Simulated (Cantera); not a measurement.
SiF4 + NO (silicon oxide and oxynitride deposition)

Charge: 1 mol SiF4, 0.62 mol NO, held at 0.525 Torr.

These are equilibrium values from Cantera (NASA tables, ideal gas, pure condensed phases), not measurements of a reactor. Candidate condensed phases: Si, SiO2, Si2N2O, Si3N4; 28 gas species. The tables' values for SiF3, SiO2, SiF2 are old estimates; treat these amounts as uncertain. Kinetics and transport are ignored.

From 798 K to 1998 K nothing is condensed. The main Si-bearing gas is SiF4 throughout.

```json
[
 {"T (K)": "798", "x SiF4": "0.617", "x N2": "0.191", "x O2": "0.191", "x O": "1.20e-12", "x F": "2.64e-12", "x SiF3": "<1e-12"},
 {"T (K)": "898", "x SiF4": "0.617", "x N2": "0.191", "x O2": "0.191", "x O": "8.26e-11", "x F": "1.31e-11", "x SiF3": "<1e-12"},
 {"T (K)": "998", "x SiF4": "0.617", "x N2": "0.191", "x O2": "0.191", "x O": "2.45e-9", "x F": "4.27e-10", "x SiF3": "6.72e-12"},
 {"T (K)": "1098", "x SiF4": "0.617", "x N2": "0.191", "x O2": "0.191", "x O": "3.92e-8", "x F": "7.42e-9", "x SiF3": "3.13e-10"},
 {"T (K)": "1198", "x SiF4": "0.617", "x N2": "0.191", "x O2": "0.191", "x O": "3.97e-7", "x F": "8.05e-8", "x SiF3": "7.64e-9"},
 {"T (K)": "1298", "x SiF4": "0.617", "x N2": "0.191", "x O2": "0.191", "x O": "2.82e-6", "x F": "6.06e-7", "x SiF3": "1.13e-7"},
 {"T (K)": "1398", "x SiF4": "0.617", "x N2": "0.191", "x O2": "0.191", "x O": "1.52e-5", "x F": "3.43e-6", "x SiF3": "1.14e-6"},
 {"T (K)": "1498", "x SiF4": "0.617", "x N2": "0.191", "x O2": "0.191", "x O": "6.52e-5", "x F": "1.54e-5", "x SiF3": "8.38e-6"},
 {"T (K)": "1598", "x SiF4": "0.617", "x N2": "0.191", "x O2": "0.191", "x O": "0.000234", "x F": "5.76e-5", "x SiF3": "4.78e-5"},
 {"T (K)": "1698", "x SiF4": "0.617", "x N2": "0.191", "x O2": "0.190", "x O": "0.000721", "x F": "0.000204", "x SiF3": "0.000200"},
 {"T (K)": "1798", "x SiF4": "0.616", "x N2": "0.190", "x O2": "0.189", "x O": "0.00196", "x F": "0.000684", "x SiF3": "0.000655"},
 {"T (K)": "1898", "x SiF4": "0.613", "x N2": "0.189", "x O2": "0.187", "x O": "0.00479", "x F": "0.00205", "x SiF3": "0.00185"},
 {"T (K)": "1998", "x SiF4": "0.606", "x N2": "0.188", "x O2": "0.182", "x O": "0.0106", "x F": "0.00562", "x SiF3": "0.00459"}
]
```
x: gas mole fraction; nothing condenses.
